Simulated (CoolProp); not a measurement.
Saturation properties of toluene (Tc = 591.7 K, pc = 41.26 bar, ω = 0.266).

Model: reference Helmholtz-energy equation of state, Lemmon 2006, in CoolProp. It is a short technical equation, of lower accuracy than the large ones.

```
T (K)  p (bar)  vapour density (kg/m³)  liquid cp (kJ/(kg K))  liquid viscosity (µPa s)  vapour viscosity (µPa s)
-----  -------  ----------------------  ---------------------  ------------------------  ------------------------
302    0.04622                  0.1703                  1.714                       527                      7.06
305.9  0.05602                  0.2040                  1.726                       504                      7.14
309.8  0.06753                  0.2429                  1.739                       482                      7.22
313.8  0.08131                  0.2890                  1.752                       462                      7.31
317.7  0.09694                  0.3407                  1.765                       443                      7.39
321.6   0.1150                  0.3996                  1.779                       425                      7.48
325.5   0.1357                  0.4665                  1.792                       409                      7.56
329.4   0.1595                  0.5423                  1.805                       393                      7.64
333.3   0.1865                  0.6277                  1.819                       379                      7.73
337.3   0.2180                  0.7262                  1.833                       365                      7.81
341.2   0.2529                  0.8338                  1.847                       352                      7.90
345.1   0.2921                  0.9539                  1.861                       340                      7.98
```

It boils at 383.7 K under 1 atm.

Viscosity comes from a separate model (Avgeri 2015).
